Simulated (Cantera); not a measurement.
A closed system holds: 1 mol CO2, 1 mol H2, 1.4 mol O2, equilibrated at 27000 Torr.

Cantera equilibrium calculation (NASA polynomials, part measured and part estimated; ideal gas, pure solids and liquids). Candidate condensed phases: C, C6H6, C7H8, C8H18, H2O; 110 gas species. The ideal-gas law is rough above about 30 bar. Kinetics and transport are ignored. All values below are at 3200 K.

Base state: O2 0.299, H2O 0.285, CO2 0.271, OH 0.0599, CO 0.0541, O 0.0196, H2 0.00733, H 0.00401 (mole fractions); condensed: gas only.

### Question
What changes in the equilibrium state with this change: H2 from 1 to 0.077 mol?

### Answer
```
species   before     after
-------  -------  --------
O2         0.299     0.542
CO2        0.271     0.341
CO        0.0541    0.0507
H2O        0.285    0.0201
OH        0.0599    0.0184
O         0.0196    0.0264
H2       0.00733  0.000383
H2O2     2.20e-5   2.08e-6
H        0.00401  0.000916
```

### Question
What changes in the equilibrium state with this change: H2 from 1 to 0.082 mol?

### Answer
```csv
species,before,after
O2,0.299,0.540
CO2,0.271,0.341
CO,0.0541,0.0507
H2O,0.285,0.0216
OH,0.0599,0.0191
O,0.0196,0.0264
H2,0.00733,0.000413
H2O2,2.20e-5,2.23e-6
```
